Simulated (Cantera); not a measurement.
Charge: 1 mol TiO2, 2.8 mol CO, 12 mol H2, held at 1850 °C and 0.00560 bar.

These are equilibrium values from Cantera (NASA tables, ideal gas, pure condensed phases), not measurements of a reactor. Candidate condensed phases: C, C6H6, C7H8, C8H18, H2O, Ti, TiC, TiO, TiO2, Ti2O3, Ti3O5, Ti4O7; 113 gas species. Rates play no part.

Base state: H2 0.752, CO 0.184, H 0.0416, H2O 0.0209, CO2 0.00102, OH 0.000143, TiO2 0.000117, TiO 8.27e-5 (mole fractions); condensed: Ti3O5(l).

### Question
What changes in the equilibrium state with this change: temperature from 1850 °C to 952 °C?

### Answer
```
species              before     after
-----------------  --------  --------
H2                    0.752     0.810
CO                    0.184     0.189
H2O                  0.0209   0.00113
H                    0.0416   3.75e-6
TiO2               0.000117     <1e-9
OH                 0.000143     <1e-9
TiO                 8.27e-5     <1e-9
CO2                 0.00102  0.000180
Ti3O5(l), mol         0.332         0
TiO2(rutile), mol         0     0.922
Ti4O7(s), mol             0    0.0194
```
Mutual solubility and eutectic melting of coexisting phases are not modelled. Condensed phases not in the tables: Magnéli phases beyond Ti4O7.

### Question
What changes in the equilibrium state with this change: temperature from 1850 °C to 1202 °C?

### Answer
```tsv
species	before	after
H2	0.752	0.800
CO	0.184	0.188
H2O	0.0209	0.0106
H	0.0416	0.000155
TiO2	0.000117	<1e-9
TiO	8.27e-5	<1e-9
OH	0.000143	5.40e-8
CO2	0.00102	0.00101
Ti3O5(l), mol	0.332	0
TiO2(rutile), mol	0	0.310
Ti4O7(s), mol	0	0.172
```
Mutual solubility and eutectic melting of coexisting phases are not modelled. Condensed phases not in the tables: Magnéli phases beyond Ti4O7.
